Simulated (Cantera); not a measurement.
An adiabatic, constant-pressure homogeneous reactor starts with CH₄ : O₂ : N₂ = 1 : 3.92 : 16.5 (molar parts), at 1400 K and 1.01 bar. Integrator tolerance rtol = 1e-08.

Model: GRI-Mech 3.0 (53 species, 325 reactions), integrated in Cantera.

Q: What does this change do: constant volume in place of constant pressure?

A: 
```json
[
 {"quantity": "time of steepest temperature rise", "before": "2.78 ms", "after": "2.69 ms"},
 {"quantity": "temperature at 1.00 s", "before": "2304 K", "after": "2483 K"},
 {"quantity": "equilibrium temperature", "before": "2304 K", "after": "2483 K"},
 {"quantity": "x(CH₄) at 1.00 s", "before": "<1e-12 (gas-phase equilibrium <1e-12)", "after": "<1e-12 (gas-phase equilibrium <1e-12)"},
 {"quantity": "x(O₂) at 1.00 s", "before": "0.0836 (gas-phase equilibrium 0.0836)", "after": "0.0813 (gas-phase equilibrium 0.0813)"},
 {"quantity": "x(CH₂O) at 1.00 s", "before": "<1e-12 (gas-phase equilibrium <1e-12)", "after": "3.42e-12 (gas-phase equilibrium 3.42e-12)"},
 {"quantity": "x(HO₂) at 1.00 s", "before": "3.91e-6 (gas-phase equilibrium 3.91e-6)", "after": "7.26e-6 (gas-phase equilibrium 7.26e-6)"},
 {"quantity": "x(C₂H₆) at 1.00 s", "before": "<1e-12 (gas-phase equilibrium <1e-12)", "after": "<1e-12 (gas-phase equilibrium <1e-12)"}
]
```

Q: What does this change do: O2 3.92 to 2.4 parts?

A: 
```tsv
quantity	before	after
time of steepest temperature rise	2.78 ms	5.46 ms
temperature at 1.00 s	2304 K	2356 K
equilibrium temperature	2304 K	2356 K
x(CH₄) at 1.00 s	<1e-12 (gas-phase equilibrium <1e-12)	<1e-12 (gas-phase equilibrium <1e-12)
x(O₂) at 1.00 s	0.0836 (gas-phase equilibrium 0.0836)	0.0193 (gas-phase equilibrium 0.0193)
x(CH₂O) at 1.00 s	<1e-12 (gas-phase equilibrium <1e-12)	4.17e-12 (gas-phase equilibrium 4.17e-12)
x(HO₂) at 1.00 s	3.91e-6 (gas-phase equilibrium 3.91e-6)	1.57e-6 (gas-phase equilibrium 1.57e-6)
x(C₂H₆) at 1.00 s	<1e-12 (gas-phase equilibrium <1e-12)	<1e-12 (gas-phase equilibrium <1e-12)
```
